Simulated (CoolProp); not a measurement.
Hydrogen chloride along the isobar 11.5 MPa: Z from the reference equation and from simpler models built on Tc = 324.7 K, pc = 8.314 MPa, ω = 0.130; each cubic takes its own stable root.

Computed with CoolProp (reference Helmholtz-energy equation of state, Thol 2018).

| T (K) | phase | reference |
|---|---|---|
| 227.4 | liquid | 0.2011 |
| 242.7 | liquid | 0.1958 |
| 258.1 | liquid | 0.1923 |
| 273.5 | liquid | 0.1909 |
| 288.8 | liquid | 0.1920 |
| 304.2 | liquid | 0.1969 |
| 319.6 | liquid | 0.2096 |
| 334.9 | supercritical | 0.2510 |
| 350.3 | supercritical | 0.4493 |
| 365.7 | supercritical | 0.5846 |
| 381 | supercritical | 0.6628 |
| 396.4 | supercritical | 0.7179 |
| 411.8 | supercritical | 0.7595 |
| 427.1 | supercritical | 0.7923 |
| 442.5 | supercritical | 0.8192 |
| 457.9 | supercritical | 0.8415 |

Question: How far does each simpler model (van der Waals, Redlich-Kwong, Soave-Redlich-Kwong) lie from the reference over these 16 states: mean and median of the absolute difference, and the worst?

Answer: 
- van der Waals: mean 31.3 %, median 22.8 %, worst +64.8 % at 227.4 K and 11.5 MPa
- Redlich-Kwong: mean 10.4 %, median 9.4 %, worst +25.6 % at 334.9 K and 11.5 MPa
- Soave-Redlich-Kwong: mean 12.0 %, median 12.0 %, worst +28.7 % at 334.9 K and 11.5 MPa
